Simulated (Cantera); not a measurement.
A Cantera script and its output.

```python
import numpy as np
import cantera as ct

gas = ct.Solution("h2o2.yaml")
gas.TPX = 900, 1333, {'H2': 0.026, 'O2': 1, 'N2': 0.14}
reactor = ct.IdealGasConstPressureReactor(gas, energy="off", clone=False)
net = ct.ReactorNet([reactor])
net.rtol, net.atol = 1e-08, 1e-18
show = ['H2', 'O2', 'H', 'O', 'H2O']
times = np.geomspace(7e-05, 10, 13)

steps = ct.SolutionArray(gas, extra=["t"])
rows = []
print(f"{'t/s':>10s}{'T/K':>9s}{'P/Pa':>11s}" + "".join(f"{s:>11s}" for s in show))
for t in times:
    while net.time < t:
        t_next = net.step()
        steps.append(gas.state, t=t_next)
    rows.append([np.interp(t, steps.t, y) for y in (steps.T, steps.P, *steps(*show).X.T)])
    print(f"{t:10.3e}{rows[-1][0]:9.1f}{rows[-1][1]:11.4g}" + "".join(f"{x:11.3e}" for x in rows[-1][2:]))
rate = np.gradient(steps.T, steps.t)
print("integrator steps:", len(steps.t))
if steps.T.max() > steps.T[0] + 200:
    print(f"time of steepest temperature rise: {steps.t[rate.argmax()]:.4e} s")
gas.TPX = 900, 1333, {'H2': 0.026, 'O2': 1, 'N2': 0.14}
gas.equilibrate("TP")
print(f"equilibrium (TP): T = {gas.T:.1f} K  " + "  ".join(f"{s} {gas[s].X[0]:.3e}" for s in show))
```

Result:

```
       t/s      T/K       P/Pa         H2         O2          H          O        H2O
 7.000e-05    900.0       1333  2.230e-02  8.576e-01  5.600e-13  6.176e-14  5.137e-15
 1.882e-04    900.0       1333  2.230e-02  8.576e-01  1.333e-12  3.995e-13  8.413e-14
 5.061e-04    900.0       1333  2.230e-02  8.576e-01  3.130e-12  2.407e-12  1.168e-12
 1.361e-03    900.0       1333  2.230e-02  8.576e-01  1.001e-11  1.564e-11  1.439e-11
 3.659e-03    900.0       1333  2.230e-02  8.576e-01  1.041e-10  2.216e-10  3.063e-10
 9.840e-03    900.0       1333  2.230e-02  8.576e-01  3.983e-08  8.749e-08  1.326e-07
 2.646e-02    900.0       1333  5.943e-03  8.499e-01  4.002e-03  4.788e-03  1.387e-02
 7.114e-02    900.0       1333  1.766e-04  8.548e-01  1.491e-04  1.133e-03  2.219e-02
 1.913e-01    900.0       1333  2.435e-05  8.558e-01  7.067e-06  1.840e-04  2.249e-02
 5.144e-01    900.0       1333  4.257e-06  8.560e-01  4.349e-07  2.936e-05  2.253e-02
 1.383e+00    900.0       1333  7.246e-07  8.560e-01  3.009e-08  4.883e-06  2.254e-02
 3.719e+00    900.0       1333  1.039e-07  8.560e-01  2.594e-09  9.440e-07  2.255e-02
 1.000e+01    900.0       1333  1.186e-08  8.560e-01  2.931e-10  2.207e-07  2.255e-02
integrator steps: 1534
equilibrium (TP): T = 900.0 K  H2 6.796e-13  O2 8.560e-01  H 8.402e-16  O 4.343e-11  H2O 2.255e-02
```

Model: the H2/O2 subset of GRI-Mech 3.0, which has no nitrogen chemistry, integrated in Cantera. Radical loss at walls, strong at low pressure, is not modelled. Below about 950 K walls govern HO2 and H2O2 in real vessels.
